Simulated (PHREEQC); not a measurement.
Make-up at 25 °C: 9.2 mmol/kgw HF, 90 mmol/kgw (CH3)4NF and 1.1 mmol/kgw (NH4)2SiF6. Closed to the air; pH follows from the charge balance.

The numbers come from PHREEQC with the ion-association model, phreeqc.dat.

```json
[
 {"quantity": "pH", "before": "4.16", "after": "5.17"},
 {"quantity": "ionic strength (mol/kgw)", "before": "0.0934", "after": "0.0933"},
 {"quantity": "F- (mol/kgw)", "before": "0.0878", "after": "0.0898"},
 {"quantity": "NH3 (mol/kgw)", "before": "1.33e-8", "after": "1.36e-7"},
 {"quantity": "SI of Quartz (SiO2)", "before": "-5.90", "after": "-1.92"}
]
```

**Question.** Name the change that produced these shifts.
(A) HF replaced by H2SiF6 at the same molality
(B) temperature from 25 to 85 °C
(C) HF from 0.0092 to 0.00092 mol/kgw
(D) (NH4)2SiF6 from 0.0011 to 0.00022 mol/kgw
(E) (CH3)4NF from 0.09 to 0.018 mol/kgw

**Answer.** C, HF from 0.0092 to 0.00092 mol/kgw

Precipitation was switched off in this run. (CH3)4N+ isn't in the database: it is added as a free cation with an ion size of 4 Å. SiF6-2 is the database's only silicon fluoride.
